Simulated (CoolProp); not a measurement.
R143a at 293.15 K and 0.857 MPa is compressed adiabatically to 5.01 MPa with isentropic efficiency 0.9. Each further row changes one setting.

Values from CoolProp's reference Helmholtz-energy equation of state, Lemmon and Jacobsen 2000.

```json
[
 {"case": "as stated", "work (kJ/kg)": "?", "final temperature (K)": "?", "final density (kg/m³)": "227"},
 {"case": "efficiency 1", "work (kJ/kg)": "?", "final temperature (K)": "381.2", "final density (kg/m³)": "?"},
 {"case": "efficiency 0.65", "work (kJ/kg)": "62.8", "final temperature (K)": "?", "final density (kg/m³)": "203"}
]
```

Problem. What belongs in the gaps?

Solution. 
- as stated, work (kJ/kg): 45.4
- as stated, final temperature (K): 383.5
- efficiency 1, work (kJ/kg): 40.8
- efficiency 1, final density (kg/m³): 235
- efficiency 0.65, final temperature (K): 392.9
